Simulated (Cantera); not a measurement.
Counterflow diffusion flame

A counterflow diffusion flame at 100000 Pa, nozzles 20 mm apart: fuel side CH₃OH = 1 (molar parts) at 600 K, oxidiser side O₂ : N₂ = 0.21 : 0.79 (molar parts) at 800 K, fuel mass flux 1.4 times the oxidiser's; mixture-averaged transport, no radiation.

Computed with Cantera and GRI-Mech 3.0 (53 species, 325 reactions). GRI-Mech 3.0 was tuned for natural gas; its chemistry of methanol as a main component is partial and can be far from experiment. GRI-Mech 3.0 has no aromatics or soot, which form on the fuel side of real flames. The maximum strain rate includes the flame's own expansion and is several times the mean.

| oxidiser flux (kg/m²/s) | max strain (1/s) | mean strain (1/s) | T max (K) | peak x OH | peak x H | peak x NO | peak x CO | peak x C₂H₂ |
|---|---|---|---|---|---|---|---|---|
| 0.25 | 238 | 56.1 | 2266 | 0.0133 | 0.00838 | 0.000216 | 0.203 | 0.000144 |
| 0.35 | 324 | 78.5 | 2227 | 0.0136 | 0.00935 | 0.000156 | 0.202 | 0.000183 |
| 0.49 | 442 | 110 | 2183 | 0.0136 | 0.0103 | 0.000113 | 0.199 | 0.000229 |
| 0.68 | 598 | 152 | 2135 | 0.0135 | 0.0113 | 8.39e-5 | 0.197 | 0.000280 |
| 0.94 | 809 | 211 | 2089 | 0.0134 | 0.0122 | 6.56e-5 | 0.194 | 0.000338 |
| 1.3 | 1100 | 292 | 2046 | 0.0132 | 0.0132 | 5.36e-5 | 0.191 | 0.000401 |
| 1.8 | 1500 | 404 | 2004 | 0.0130 | 0.0142 | 4.47e-5 | 0.188 | 0.000466 |
| 2.6 | 2130 | 583 | 1952 | 0.0125 | 0.0150 | 3.62e-5 | 0.184 | 0.000523 |
| 3.6 | 2920 | 807 | 1907 | 0.0119 | 0.0156 | 2.99e-5 | 0.180 | 0.000548 |
x: mole fraction; the columns are a selection and need not sum to one.
